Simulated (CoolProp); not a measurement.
A single-stage vapour-compression cycle with the fluid: evaporating at 202.15 K (dew point), condensing at 266.15 K (bubble point), superheat 0 K, subcooling 0 K, compressor efficiency 0.6, no pressure losses. The same conditions are run with several fluids, on thermodynamics alone (safety and materials aside).

Model: reference Helmholtz-energy equation of state of each fluid (carbonyl sulfide: Lemmon 2006; C3F8 (R218): Lemmon 2006; nitrous oxide: Lemmon 2006; C2F6 (R116): Lemmon 2006; hydrogen sulfide: Lemmon 2006), in CoolProp.

### Question
Rank carbonyl sulfide, C3F8 (R218), nitrous oxide, C2F6 (R116), hydrogen sulfide by cooling COP, highest first.

### Answer
carbonyl sulfide (1.45), hydrogen sulfide (1.40), nitrous oxide (1.29), C3F8 (R218) (1.15), C2F6 (R116) (0.963)

| fluid | pressure ratio | discharge temperature (K) | refrigerating effect (kJ/kg) | volumetric capacity (kJ/m³) |
|---|---|---|---|---|
| carbonyl sulfide | 15.2 | 445.7 | 245 | 306 |
| C3F8 (R218) | 20.9 | 276.8 | 54.4 | 97.0 |
| nitrous oxide | 10.00 | 415.6 | 234 | 1670 |
| C2F6 (R116) | 10.4 | 285.9 | 44.4 | 566 |
| hydrogen sulfide | 14.7 | 503.6 | 430 | 504 |
